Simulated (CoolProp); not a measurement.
R410A along the isotherm 118.45 °C: fugacity coefficient from the reference equation and from simpler models built on Tc = 71.3 °C, pc = 4.901 MPa, ω = 0.296; each cubic takes its own stable root.

Computed with CoolProp (reference Helmholtz-energy equation of state, Lemmon 2003). It is a pseudo-pure fit of the blend.

```tsv
p (MPa)	phase	reference
0.155	gas	0.9926
0.262	gas	0.9875
0.441	gas	0.9791
0.745	gas	0.9648
1.26	gas	0.9410
2.12	gas	0.9020
3.58	gas	0.8381
6.04	supercritical	0.7362
10.2	supercritical	0.5851
17.2	supercritical	0.4409
29	supercritical	0.3563
49	supercritical	0.3323
```

**Question.** How far does each simpler model (van der Waals, Redlich-Kwong, Soave-Redlich-Kwong, Peng-Robinson) lie from the reference over these 12 states: mean and median of the absolute difference, and the worst?

**Answer.** 
- van der Waals: mean 5.4 %, median 0.5 %, worst +40.5 % at 118.45 °C and 49 MPa
- Redlich-Kwong: mean 2.0 %, median 0.1 %, worst +13.4 % at 118.45 °C and 49 MPa
- Soave-Redlich-Kwong: mean 5.9 %, median 1.1 %, worst +28.1 % at 118.45 °C and 49 MPa
- Peng-Robinson: mean 1.9 %, median 0.5 %, worst +9.4 % at 118.45 °C and 49 MPa
